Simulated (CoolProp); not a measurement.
Model: reference Helmholtz-energy equation of state, Lemmon 2006, in CoolProp. It is a short technical equation, of lower accuracy than the large ones.

**Question.** For nitrous oxide, give the phase and the cp (kJ/(kg K)), cv (kJ/(kg K)) at 273.8 K and 126 kPa.

**Answer.** 
- 273.8 K and 126 kPa: gas; cp 0.862, cv 0.665
